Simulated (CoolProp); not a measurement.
A simple Rankine cycle with n-hexane: condensing at 324.15 K, boiler at 0.368 MPa, turbine inlet 391.5 K, turbine efficiency 0.75, pump efficiency 0.8, no recuperator. Each further row changes one setting.

Model: reference Helmholtz-energy equation of state, Thol 2019, in CoolProp.

| case | thermal efficiency (%) | net work (kJ/kg) | heat in (kJ/kg) | turbine exit temperature (K) | volume ratio over the turbine |
|---|---|---|---|---|---|
| as stated | 10.1 | 47.1 | 466 | 361.4 | 6.71 |
| turbine inlet 411.5 K | … | 50.2 | 511 | 382.1 | 6.62 |
| condensing temperature 316.15 K | 11.2 | 54.3 | … | 357.4 | 8.95 |
| boiler pressure 0.258 MPa | 8.3 | … | … | 368.0 | 4.60 |
| turbine efficiency 0.65 | 8.7 | 40.7 | 466 | 364.6 | 6.78 |

Problem. Some entries are withheld; supply them.

Solution. 
- turbine inlet 411.5 K, thermal efficiency (%): 9.8
- condensing temperature 316.15 K, heat in (kJ/kg): 485
- boiler pressure 0.258 MPa, net work (kJ/kg): 39.3
- boiler pressure 0.258 MPa, heat in (kJ/kg): 471
